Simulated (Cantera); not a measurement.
Ammonia decomposition in nitride growth gas

An isothermal, constant-pressure homogeneous reactor starts with NH3 : H2 : N2 = 1 : 0.24 : 0.0022 (molar parts), at 1748 K and 150 Torr.

Detailed kinetics in Cantera: the gas-phase N/H chemistry of the illustrative SiF4/NH3 mechanism in the Surface Chemkin manual (1991). Walls and surfaces, which speed up NH3 decomposition in real reactors, are not modelled.

```
t (s)     x NH3   x H2      x NH    x N2H2       x N    x N2H4
--------  -----  -----  --------  --------  --------  --------
2.00e-6   0.805  0.193    <1e-12    <1e-12    <1e-12    <1e-12
7.43e-6   0.805  0.193  8.71e-12  1.45e-12    <1e-12    <1e-12
2.76e-5   0.805  0.193  2.25e-10  6.51e-11    <1e-12  1.06e-11
0.000102  0.805  0.193   4.18e-9   1.98e-9  5.41e-12  1.73e-10
0.000381  0.805  0.193   6.14e-8   3.93e-8  3.42e-10   2.47e-9
0.00141   0.805  0.193   6.94e-7   6.01e-7   1.26e-8   2.92e-8
0.00525   0.803  0.194   1.78e-6   1.84e-6   4.89e-8   7.83e-8
0.0195    0.799  0.198   1.79e-6   1.84e-6   4.99e-8   7.84e-8
0.0725    0.781  0.210   1.80e-6   1.77e-6   5.11e-8   7.61e-8
0.269     0.720  0.255   1.79e-6   1.54e-6   5.47e-8   6.83e-8
1.00      0.546  0.381   1.72e-6   9.99e-7   6.22e-8   4.76e-8
```
x: mole fraction; the columns are a selection and need not sum to one.

Equilibrium at this temperature and pressure: NH3 2.09e-6, H2 0.776, NH 9.88e-11, N2H2 <1e-12, N 1.49e-11, N2H4 <1e-12 (gas phase only).
